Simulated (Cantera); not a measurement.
What does this Cantera script print?

```python
import numpy as np
import cantera as ct

gas = ct.Solution("gri30.yaml")


def delay(T, t_max=10):
    gas.TPX = T, 1000000, {'CO': 1, 'H2': 0.066, 'CH4': 0.11, 'O2': 0.579, 'N2': 1.51}
    reactor = ct.IdealGasConstPressureReactor(gas, clone=False)
    net = ct.ReactorNet([reactor])
    net.rtol, net.atol = 1e-8, 1e-16
    while net.time < t_max:
        t_old, T_old = net.time, reactor.T
        net.step()
        if reactor.T > T + 400:  # ignition: a rise of 400 K
            return t_old + (T + 400 - T_old) / (reactor.T - T_old) * (net.time - t_old)
    return np.nan


taus = []
for T in [1025, 1075, 1125, 1175, 1225, 1275]:
    taus.append(delay(T))
    print(f"T0 = {T:6g} K   tau = {taus[-1]:.4e} s")
```

Result:

```
T0 =   1025 K   tau = 2.0517e-03 s
T0 =   1075 K   tau = 8.0466e-04 s
T0 =   1125 K   tau = 3.7793e-04 s
T0 =   1175 K   tau = 2.0583e-04 s
T0 =   1225 K   tau = 1.2461e-04 s
T0 =   1275 K   tau = 8.0966e-05 s
```

Detailed kinetics in Cantera: GRI-Mech 3.0 (53 species, 325 reactions).
